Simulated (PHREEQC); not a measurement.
Solution (25 °C): 91 mmol/kgw HF and 0.43 mmol/kgw (NH4)2SiF6. Closed to the air; pH follows from the charge balance.

All values are PHREEQC results (ion-association model, wateq4f.dat), not measurements.

No solid was allowed to form.

**Question.** Order these F species by the share of F that they hold, largest first: HF, HF2-, H2F2, SiF6-2, F-.

**Answer.** HF (66 %), H2F2 (21 %), F- (6.8 %), HF2- (3.2 %), SiF6-2 (2.8 %)

The pH is 2.14 and the ionic strength 0.00914 mol/kgw. wateq4f.dat counts part of the HF as a dimer, H2F2, which phreeqc.dat doesn't know; its constant is uncertain. SiF6-2 is the database's only silicon fluoride.
